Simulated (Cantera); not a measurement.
A freely propagating, adiabatic, planar premixed flame of CH₄ : C₂H₆ : O₂ : N₂ : H₂O = 1 : 0.1 : 2.8 : 10.1 : 0.67 (molar parts), equivalence ratio 0.84, unburnt at 425 K and 1880 Torr; mixture-averaged transport, grid criteria slope 0.08 and curve 0.16, no radiation.

Model: GRI-Mech 3.0 (53 species, 325 reactions), integrated in Cantera. Burning velocities carry a grid error of a few per cent, more on coarse grids.

**Question.** How do the results move with these cheaper or finer settings: unity-Lewis-number transport; multicomponent transport; multicomponent+Soret transport; grid criteria slope 0.5, curve 1; grid criteria slope 0.25, curve 0.5; grid criteria slope 0.03, curve 0.06?

**Answer.** 
| setting | laminar burning velocity | thermal thickness | peak x(C₂H₂) | peak x(H₂) | grid points |
|---|---|---|---|---|---|
| as above | 36.7 cm/s | 0.240 mm | 0.000119 | 0.00903 | 144 |
| unity-Lewis-number transport | 33.8 cm/s | 0.237 mm | 0.000102 | 0.0103 | 141 |
| multicomponent transport | 37.3 cm/s | 0.242 mm | 0.000121 | 0.00917 | 145 |
| multicomponent+Soret transport | 36.7 cm/s | 0.244 mm | 0.000117 | 0.00860 | 144 |
| grid criteria slope 0.5, curve 1 | 40.1 cm/s | 0.257 mm | 0.000116 | 0.00917 | 34 |
| grid criteria slope 0.25, curve 0.5 | 38.0 cm/s | 0.246 mm | 0.000117 | 0.00905 | 56 |
| grid criteria slope 0.03, curve 0.06 | 36.2 cm/s | 0.238 mm | 0.000119 | 0.00897 | 330 |
The base run took roughly 14 core-seconds.
Unity Lewis numbers drop preferential diffusion, which matters most where H2 and H carry the flame; Soret adds thermal diffusion.
